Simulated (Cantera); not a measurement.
Cantera run:

```python
import numpy as np
import cantera as ct

gas_names = """
    Li NO N2O
""".split()
cond_names = """
    Li2O(s) Li2O(L)
""".split()


# ... load() reads the species with a 1 bar reference pressure and builds the phases ...
species = {s.name: s for s in load("nasa_gas.yaml", gas_names) + load("nasa_condensed.yaml", cond_names)}
# Each term lists the table entries of one substance; the one whose range holds T is used.
reactions = {
    '2 Li(g) + 2 NO(g) = Li2O + N2O(g)':
        [(-2, ['Li']), (-2, ['NO']), (1, ['Li2O(s)', 'Li2O(L)']), (1, ['N2O'])],
}


def pick(names, T):
    return next(species[n] for n in names if species[n].thermo.min_temp <= T <= species[n].thermo.max_temp)


results = []
for label, terms in reactions.items():
    print(label)
    print("     T/K   dH/kJ  dS/(J/K)   dG/kJ   log10 K")
    for T in [2223, 2298, 2373, 2448, 2523, 2598, 2673]:
        used = [(nu, pick(names, T)) for nu, names in terms]
        dH = sum(nu * s.thermo.h(T) for nu, s in used) / 1e6
        dS = sum(nu * s.thermo.s(T) for nu, s in used) / 1e3
        dG = dH - T * dS / 1e3
        logK = -dG * 1e6 / (ct.gas_constant * T * np.log(10))
        results.append((label, T, dH, dS, dG, logK, [s.name for _, s in used]))
        print(f"{T:8g} {dH:8.1f} {dS:8.1f} {dG:8.1f} {logK:8.2f}")
```

Result:

```
2 Li(g) + 2 NO(g) = Li2O + N2O(g)
     T/K   dH/kJ  dS/(J/K)   dG/kJ   log10 K
    2223   -894.9   -359.1    -96.5     2.27
    2298   -891.4   -357.6    -69.6     1.58
    2373   -888.0   -356.1    -42.9     0.94
    2448   -884.5   -354.7    -16.2     0.35
    2523   -881.1   -353.3     10.3    -0.21
    2598   -877.6   -352.0     36.8    -0.74
    2673   -874.2   -350.7     63.1    -1.23
```

Cantera with NASA thermochemical tables; ideal gases at 1 bar, condensed phases pure. Condensed species are held in their standard states even where they would react or evaporate.
